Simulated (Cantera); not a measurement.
Feed: 1 mol Si3N4, 0.0039 mol C, 7.7 mol H2, equilibrated at 1977 °C and 1.90 Pa.

Cantera equilibrium calculation (NASA polynomials, part measured and part estimated; ideal gas, pure solids and liquids). The tables' values for SiN are old estimates; treat these amounts as uncertain. Rates play no part.

```tsv
species	before	after
H2	0.124	0.767
N2	0.110	0.201
H	0.600	0.0179
Si	0.165	0.0136
CN	2.34e-5	2.69e-9
SiC2	1.73e-5	1.14e-8
Si3	1.56e-8	1.08e-5
Si2N	2.06e-7	3.38e-5
HNC	1.06e-5	3.47e-7
HCN	0.000124	1.33e-5
Si(s), mol	0	2.86
SiC(s), mol	0	0.00317
```
Gas species are given as mole fractions.

Question: What was changed between the two runs?
A. pressure from 1.90 Pa to 10.0 mbar
B. pressure from 1.90 Pa to 0.100 bar
C. temperature from 1977 °C to 1375 °C
D. pressure from 1.90 Pa to 0.280 bar

Answer: C, temperature from 1977 °C to 1375 °C. Mutual solubility and eutectic melting of coexisting phases are not modelled
